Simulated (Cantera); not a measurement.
# N2O furnace oxynitridation

A perfectly stirred reactor is fed with N2O : O2 = 0.46 : 0.1 (molar parts), at 113 Torr; it is held at 1575 K, and followed from long to short residence time.

Model: GRI-Mech 3.0 (53 species, 325 reactions), integrated in Cantera. GRI-Mech 3.0 was tuned for natural gas; its chemistry of N2O as a main component is partial and can be far from experiment. The temperature is held fixed by assumption; the heat of reaction is taken as removed at once.

```json
[
 {"τ (s)": "23", "x N2O": "0.00199", "x O2": "0.383", "x NO": "0.0678", "x N2": "0.547", "x NO2": "0.000110", "x O": "3.75e-5"},
 {"τ (s)": "9.0", "x N2O": "0.00472", "x O2": "0.373", "x NO": "0.0868", "x N2": "0.535", "x NO2": "0.000125", "x O": "5.12e-5"},
 {"τ (s)": "3.6", "x N2O": "0.0107", "x O2": "0.361", "x NO": "0.107", "x N2": "0.521", "x NO2": "0.000139", "x O": "6.90e-5"},
 {"τ (s)": "1.4", "x N2O": "0.0246", "x O2": "0.347", "x NO": "0.126", "x N2": "0.502", "x NO2": "0.000150", "x O": "9.04e-5"},
 {"τ (s)": "0.57", "x N2O": "0.0536", "x O2": "0.334", "x NO": "0.136", "x N2": "0.476", "x NO2": "0.000154", "x O": "0.000110"},
 {"τ (s)": "0.23", "x N2O": "0.115", "x O2": "0.317", "x NO": "0.134", "x N2": "0.433", "x NO2": "0.000146", "x O": "0.000124"},
 {"τ (s)": "0.091", "x N2O": "0.235", "x O2": "0.291", "x NO": "0.116", "x N2": "0.358", "x NO2": "0.000121", "x O": "0.000133"},
 {"τ (s)": "0.036", "x N2O": "0.410", "x O2": "0.257", "x NO": "0.0826", "x N2": "0.251", "x NO2": "8.20e-5", "x O": "0.000138"},
 {"τ (s)": "0.014", "x N2O": "0.589", "x O2": "0.223", "x NO": "0.0468", "x N2": "0.141", "x NO2": "4.28e-5", "x O": "0.000139"},
 {"τ (s)": "0.0058", "x N2O": "0.706", "x O2": "0.200", "x NO": "0.0233", "x N2": "0.0701", "x NO2": "1.86e-5", "x O": "0.000140"},
 {"τ (s)": "0.0023", "x N2O": "0.771", "x O2": "0.188", "x NO": "0.0101", "x N2": "0.0303", "x NO2": "6.13e-6", "x O": "0.000140"}
]
```
x: mole fraction; the columns are a selection and need not sum to one.
